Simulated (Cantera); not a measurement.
A closed system holds: 1 mol Si₃N₄, 0.1 mol C, 1 mol H₂, held at 3048 K and 0.133 bar.

These are equilibrium values from Cantera (NASA tables, ideal gas, pure condensed phases), not measurements of a reactor. Candidate condensed phases: C, C₆H₆, C₇H₈, C₈H₁₈, Si, SiC, Si₃N₄; 105 gas species. The tables' values for SiN are old estimates; treat these amounts as uncertain. Gases not in the tables: Si₂H₆ and higher silanes. The numbers say what is thermodynamically allowed, not how fast it happens.

Base state: Si 0.425, N₂ 0.313, H 0.144, H₂ 0.0825, Si₂ 0.00908, Si₂C 0.00818, SiH 0.00592, SiN 0.00447 (mole fractions); condensed: gas only.

Task: What changes in the equilibrium state with this change: temperature from 3048 K to 2025 K?

Result: 
```tsv
species	before	after
N₂	0.313	0.665
H₂	0.0825	0.331
H	0.144	0.00303
Si	0.425	0.000437
SiC	0.000134	<1e-9
C	4.25e-5	<1e-9
SiC₂	0.00200	7.32e-8
N	2.89e-5	2.88e-9
Si(l), mol	0	2.90
SiC(s), mol	0	0.0985
```
Mutual solubility and eutectic melting of coexisting phases are not modelled.

Task: What changes in the equilibrium state with this change: temperature from 3048 K to 2325 K?

Result: 
| species | before | after |
|---|---|---|
| N₂ | 0.313 | 0.652 |
| H₂ | 0.0825 | 0.316 |
| H | 0.144 | 0.0169 |
| Si | 0.425 | 0.00870 |
| C | 4.25e-5 | 1.44e-8 |
| SiC | 0.000134 | 2.35e-7 |
| N | 2.89e-5 | 1.13e-7 |
| SiC₂ | 0.00200 | 3.10e-5 |
| CN | 0.000467 | 7.34e-6 |
| Si(l), mol | 0 | 2.87 |
| SiC(s), mol | 0 | 0.0869 |
Mutual solubility and eutectic melting of coexisting phases are not modelled.

Task: What changes in the equilibrium state with this change: Si₃N₄ replaced by SiC?

Result: 
```json
[
 {"species": "H₂", "before": "0.0825", "after": "0.286"},
 {"species": "H", "before": "0.144", "after": "0.267"},
 {"species": "Si", "before": "0.425", "after": "0.200"},
 {"species": "N₂", "before": "0.313", "after": "0"},
 {"species": "C₂H₂ (acetylene)", "before": "2.99e-5", "after": "0.0204"},
 {"species": "SiC₂", "before": "0.00200", "after": "0.184"},
 {"species": "Si₂C", "before": "0.00818", "after": "0.0253"},
 {"species": "SiN", "before": "0.00447", "after": "0"},
 {"species": "HCN", "before": "0.00249", "after": "0"},
 {"species": "Si₂N", "before": "0.00120", "after": "0"},
 {"species": "C(graphite), mol", "before": "0", "after": "0.0688"}
]
```
